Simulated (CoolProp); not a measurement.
Vapour-liquid equilibrium of hydrogen sulfide (1) + propane (2) at 0.0721 MPa; x and y are mole fractions of (1).

Values from CoolProp's multi-fluid Helmholtz-energy mixture model, Lemmon 2006 and Lemmon 2009; pair parameters Kunz 2012.

```json
[
 {"x": "0.05", "bubble temperature, mixture model (K)": "216.6", "bubble temperature, Raoult's law (K)": "222.2", "y, mixture model": "0.319", "y, Raoult's law": "0.110"},
 {"x": "0.125", "bubble temperature, mixture model (K)": "210.6", "bubble temperature, Raoult's law (K)": "220.3", "y, mixture model": "0.530", "y, Raoult's law": "0.253"},
 {"x": "0.2", "bubble temperature, mixture model (K)": "207.6", "bubble temperature, Raoult's law (K)": "218.6", "y, mixture model": "0.624", "y, Raoult's law": "0.373"},
 {"x": "0.275", "bubble temperature, mixture model (K)": "205.9", "bubble temperature, Raoult's law (K)": "217.0", "y, mixture model": "0.671", "y, Raoult's law": "0.475"},
 {"x": "0.35", "bubble temperature, mixture model (K)": "205.0", "bubble temperature, Raoult's law (K)": "215.6", "y, mixture model": "0.698", "y, Raoult's law": "0.563"},
 {"x": "0.425", "bubble temperature, mixture model (K)": "204.6", "bubble temperature, Raoult's law (K)": "214.2", "y, mixture model": "0.714", "y, Raoult's law": "0.640"},
 {"x": "0.5", "bubble temperature, mixture model (K)": "204.3", "bubble temperature, Raoult's law (K)": "213.0", "y, mixture model": "0.725", "y, Raoult's law": "0.707"},
 {"x": "0.575", "bubble temperature, mixture model (K)": "204.2", "bubble temperature, Raoult's law (K)": "211.8", "y, mixture model": "0.733", "y, Raoult's law": "0.766"},
 {"x": "0.65", "bubble temperature, mixture model (K)": "204.1", "bubble temperature, Raoult's law (K)": "210.7", "y, mixture model": "0.741", "y, Raoult's law": "0.818"},
 {"x": "0.725", "bubble temperature, mixture model (K)": "204.0", "bubble temperature, Raoult's law (K)": "209.7", "y, mixture model": "0.752", "y, Raoult's law": "0.865"},
 {"x": "0.8", "bubble temperature, mixture model (K)": "204.0", "bubble temperature, Raoult's law (K)": "208.7", "y, mixture model": "0.771", "y, Raoult's law": "0.907"},
 {"x": "0.875", "bubble temperature, mixture model (K)": "204.2", "bubble temperature, Raoult's law (K)": "207.8", "y, mixture model": "0.809", "y, Raoult's law": "0.945"},
 {"x": "0.95", "bubble temperature, mixture model (K)": "205.1", "bubble temperature, Raoult's law (K)": "206.9", "y, mixture model": "0.891", "y, Raoult's law": "0.979"}
]
```

The largest gap from Raoult's law is -11.1 K in bubble temperature, at x = 0.275. y crosses x between x = 0.725 and 0.8: the model has an azeotrope there.

The pair parameters rest on a limited set of measurements; away from them the model extrapolates. With so large a gap from Raoult's law the liquid may split in two, which this calculation doesn't test in full.
